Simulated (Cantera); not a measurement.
# Equilibrium for fluorocarbon and chlorocarbon gases: CHF3 + CH4

Charge: 1 mol CHF3, 0.1 mol CH4, equilibrated at 2075 K.

Equilibrium computed with Cantera from the NASA thermochemical tables; the gas is ideal and each condensed phase is pure. Candidate condensed phases: C, C6H6, C7H8, C8H18; 95 gas species. Gases not in the tables: C2F6 and larger saturated fluorocarbons. Kinetics and transport are ignored.

```
P (Pa)  log p HF  log p F  log p CF4  log p CF2  log p CF3  log p CF  log p H  log p CHF3  n C(graphite)
------  --------  -------  ---------  ---------  ---------  --------  -------  ----------  -------------
1          -5.33    -5.29     -10.56      -6.97     -10.25     -7.47    -8.45      -14.54           1.06
5.20       -4.60    -4.62      -7.88      -5.63      -8.23     -6.80    -8.39      -12.47          0.962
27         -3.84    -4.05      -5.60      -4.49      -6.52     -6.23    -8.20      -10.57          0.756
140        -3.05    -3.65      -4.03      -3.71      -5.34     -5.83    -7.81       -9.00          0.628
720        -2.29    -3.40      -2.99      -3.19      -4.57     -5.57    -7.30       -7.72          0.637
3700       -1.56    -3.19      -2.17      -2.78      -3.95     -5.37    -6.78       -6.57          0.664
19000      -0.84    -3.00      -1.41      -2.40      -3.38     -5.18    -6.24       -5.47          0.682
100000     -0.11    -2.81      -0.67      -2.03      -2.83     -4.99    -5.70       -4.38          0.691
```
log p: log10 of the partial pressure in bar; n: condensed amount in mol.

From 0.00750 Torr to 750 Torr the condensed part is C(graphite). The main C-bearing gas is CF2 at 0.00750 Torr and CF4 at 750 Torr. The share of C in condensed phases is highest at 0.00750 Torr (96.2 %) and lowest at 1.05 Torr (57.1 %).
